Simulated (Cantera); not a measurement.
Input: 1 mol Cu2O, 0.85 mol CH4, 0.15 mol CO, at 101000 Pa.

Method: chemical equilibrium by Gibbs-energy minimisation in Cantera with the NASA 1993 tables (ideal gas, pure condensed phases). Candidate condensed phases: C, C6H6, C7H8, C8H18, Cu, CuO, Cu(OH)2, Cu2O, H2O; 113 gas species. The numbers say what is thermodynamically allowed, not how fast it happens.

log p: log10 of the partial pressure in bar; n: condensed amount in mol.

```json
[
 {"T (°C)": "602", "log p H2": "-0.33", "log p CO": "-0.96", "log p H2O": "-0.68", "log p CO2": "-0.88", "log p CH4": "-1.02", "log p Cu": "<-11", "n C(graphite)": "0.337", "n Cu(s)": "2.00", "n Cu(l)": "0"},
 {"T (°C)": "802", "log p H2": "-0.23", "log p CO": "-0.46", "log p H2O": "-1.39", "log p CO2": "-1.58", "log p CH4": "-2.01", "log p Cu": "-9.59", "n C(graphite)": "0", "n Cu(s)": "2.00", "n Cu(l)": "0"},
 {"T (°C)": "1002", "log p H2": "-0.22", "log p CO": "-0.44", "log p H2O": "-1.38", "log p CO2": "-1.82", "log p CH4": "-3.70", "log p Cu": "-7.06", "n C(graphite)": "0", "n Cu(s)": "2.00", "n Cu(l)": "0"},
 {"T (°C)": "1202", "log p H2": "-0.23", "log p CO": "-0.44", "log p H2O": "-1.35", "log p CO2": "…", "log p CH4": "…", "log p Cu": "…", "n C(graphite)": "0", "n Cu(s)": "0", "n Cu(l)": "2.00"},
 {"T (°C)": "1402", "log p H2": "-0.23", "log p CO": "-0.44", "log p H2O": "-1.32", "log p CO2": "…", "log p CH4": "…", "log p Cu": "…", "n C(graphite)": "0", "n Cu(s)": "0", "n Cu(l)": "2.00"},
 {"T (°C)": "1602", "log p H2": "-0.23", "log p CO": "-0.43", "log p H2O": "-1.31", "log p CO2": "-2.13", "log p CH4": "-6.73", "log p Cu": "-2.91", "n C(graphite)": "0", "n Cu(s)": "0", "n Cu(l)": "2.00"},
 {"T (°C)": "1802", "log p H2": "-0.24", "log p CO": "-0.44", "log p H2O": "-1.31", "log p CO2": "-2.19", "log p CH4": "-7.35", "log p Cu": "-2.07", "n C(graphite)": "0", "n Cu(s)": "0", "n Cu(l)": "1.98"}
]
```

Question: Complete the blanks.

Answer: 
- 1202, log p CO2: -1.95
- 1202, log p CH4: -5.00
- 1202, log p Cu: -5.27
- 1402, log p CO2: -2.05
- 1402, log p CH4: -5.97
- 1402, log p Cu: -3.94
